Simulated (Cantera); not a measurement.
Charge: 1 mol Ti(OiPr)4, a varied amount of O2, equilibrated at 1523.15 K and 0.170 bar.

Equilibrium computed with Cantera from the NASA thermochemical tables; the gas is ideal and each condensed phase is pure. Candidate condensed phases: C, C6H6, C7H8, C8H18, H2O, Ti, TiC, TiO, TiO2, Ti2O3, Ti3O5, Ti4O7; 113 gas species. The feed counts by its element totals alone. TiC: taken at fixed stoichiometry. Rates play no part.

Q: At 0.89 mol O2, list the 5 most abundant gas species with their mole fractions, and the condensed phases.

A: H2 0.707, CO 0.292, CH4 0.000196, H2O 5.12e-5, H 4.72e-5. Condensed: C(graphite) + TiC(s).
